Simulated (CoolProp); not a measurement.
Values from CoolProp's reference Helmholtz-energy equation of state, Guder 2009.

Give the vapour pressure (bar), liquid density (kg/m³), liquid cp (kJ/(kg K)), vapour Z of saturated sulfur hexafluoride at 260.5, 274.2 K.


```csv
T (K),p (bar),liquid density (kg/m³),liquid cp (kJ/(kg K)),vapour Z
260.5,8.68,1640,0.970,0.822
274.2,12.9,1550,1.05,0.763
```
